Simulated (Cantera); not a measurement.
Feed: 1 mol MgO, 3.4 mol C, 0.35 mol CO, equilibrated at 2148 K and 1.00 bar.

Cantera equilibrium calculation (NASA polynomials, part measured and part estimated; ideal gas, pure solids and liquids). Candidate condensed phases: C, Mg, MgCO3, MgO; 15 gas species. Rates play no part.

What is the equilibrium state?


```json
{
 "x(CO)": "0.574",
 "x(Mg)": "0.426",
 "x(Mg2)": "1.92e-5",
 "x(CO2)": "4.38e-6",
 "n(C(graphite))": "2.40 mol",
 "gas_amount": "2.350 mol",
 "log10 activity of Mg(l) (absent)": "-2.10"
}
```
